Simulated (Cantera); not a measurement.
A jet of 3.49 % CH4, 7.55 % O2, 89.0 % N2 at 300 K and 0.0650 bar hits a platinum plate 2.1 cm away at a mass flux of 0.13 kg/m²/s; the plate temperature is set and raised in steps from an oxygen-covered start.

Model: Deutschmann's 1995 Pt surface mechanism with GRI-Mech 3.0 gas chemistry, integrated in Cantera. Catalytic surfaces can have several steady states; this one follows from the mechanism file's or the stated starting coverage.

x: mole fraction at the wall; θ: surface coverage.

```tsv
plate T (K)	wall x CH4	wall x O2	wall x H2O	wall x OH	wall x CO	wall x CO2	θ free Pt	θ O*
850	0.0308	0.0668	0.00765	<1e-8	?	0.00497	0.181	0.818
900	0.0272	0.0590	0.0145	2.45e-8	?	0.00944	0.257	0.742
950	0.0229	0.0499	0.0225	8.27e-8	?	0.0147	0.340	0.659
1000	0.0188	0.0412	0.0301	2.31e-7	?	0.0197	0.427	0.572
1050	0.0153	0.0339	0.0363	5.64e-7	?	0.0239	0.513	0.486
```

### Question
Fill in the missing entries.

### Answer

- 850, wall x CO: 9.23e-6
- 900, wall x CO: 1.19e-5
- 950, wall x CO: 1.43e-5
- 1000, wall x CO: 1.65e-5
- 1050, wall x CO: 1.89e-5
